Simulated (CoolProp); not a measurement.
Vapour-liquid equilibrium of toluene (1) + p-xylene (2) at 0.0193 MPa; x and y are mole fractions of (1).

The numbers come from the multi-fluid Helmholtz-energy mixture model, Lemmon 2006 and Zhou 2012; pair parameters Bell 2016 in CoolProp.

```tsv
x	bubble temperature, mixture model (K)	bubble temperature, Raoult's law (K)	y, mixture model	y, Raoult's law
0.05	356.8	356.9	0.114	0.114
0.2	351.7	351.8	0.385	0.385
0.35	347.3	347.5	0.579	0.578
0.5	343.6	343.8	0.720	0.721
0.65	340.3	340.5	0.827	0.829
0.8	337.5	337.6	0.911	0.914
0.95	335.0	335.0	0.980	0.981
```

The largest gap from Raoult's law is -0.2 K in bubble temperature, at x = 0.5. No azeotrope shows between x = 0.05 and 0.95.

The pair parameters rest on a limited set of measurements; away from them the model extrapolates.
